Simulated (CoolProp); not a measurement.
Methanol along the isobar 11200 kPa: density (kg/m³) from the reference equation and from simpler models built on Tc = 513.4 K, pc = 8216 kPa, ω = 0.565; each cubic takes its own stable root.

Model: reference Helmholtz-energy equation of state, de Reuck 1993, in CoolProp.

```tsv
T (K)	phase	reference
306.7	liquid	789.1
312.2	liquid	784.2
317.6	liquid	779.4
323.1	liquid	774.5
328.6	liquid	769.5
334.1	liquid	764.5
339.6	liquid	759.4
345.1	liquid	754.3
350.6	liquid	749.1
356.1	liquid	743.8
361.5	liquid	738.6
367	liquid	733.1
372.5	liquid	727.6
378	liquid	721.9
```

Question: How far does each simpler model (Redlich-Kwong, Soave-Redlich-Kwong, Peng-Robinson) lie from the reference over these 14 states: mean and median of the absolute difference, and the worst?

Answer: 
- Redlich-Kwong: mean 28.7 %, median 28.7 %, worst -29.8 % at 378 K and 11200 kPa
- Soave-Redlich-Kwong: mean 23.7 %, median 23.6 %, worst -24.3 % at 378 K and 11200 kPa
- Peng-Robinson: mean 14.1 %, median 14.0 %, worst -14.6 % at 378 K and 11200 kPa
